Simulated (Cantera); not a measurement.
A perfectly stirred reactor is fed with 19.7 % H₂, 27.7 % O₂, 52.6 % N₂, equivalence ratio 0.35, at 0.316 atm; it is held at 1025 K, and followed from long to short residence time.

Detailed kinetics in Cantera: the H2/O2 subset of GRI-Mech 3.0, which has no nitrogen chemistry. The temperature is held fixed by assumption; the heat of reaction is taken as removed at once.

x: mole fraction; the columns are a selection and need not sum to one.

```
τ (s)        x H₂   x O₂     x HO₂      x OH       x H
-------  --------  -----  --------  --------  --------
8.0      0.000504  0.198   1.20e-5   1.02e-5   3.10e-7
3.0      0.000899  0.198   1.86e-5   1.50e-5   8.18e-7
1.1       0.00153  0.199   2.71e-5   2.36e-5   2.20e-6
0.41      0.00244  0.199   3.68e-5   3.92e-5   5.85e-6
0.15            ?  0.200         ?         ?         ?
0.058     0.00570  0.200   5.94e-5  0.000115   4.06e-5
0.022     0.00866  0.201   7.15e-5  0.000196  0.000106
0.0080     0.0134  0.203   8.34e-5  0.000339  0.000284
0.0030          ?  0.206   9.31e-5         ?         ?
0.0011     0.0320  0.210   9.97e-5  0.000927   0.00188
0.00042    0.0486  0.216  0.000102   0.00142   0.00444
```

### Question
Some entries are withheld; supply them.

### Answer

- 0.15, x H₂: 0.00379
- 0.15, x HO₂: 4.80e-5
- 0.15, x OH: 6.78e-5
- 0.15, x H: 1.58e-5
- 0.0030, x H₂: 0.0206
- 0.0030, x OH: 0.000566
- 0.0030, x H: 0.000733
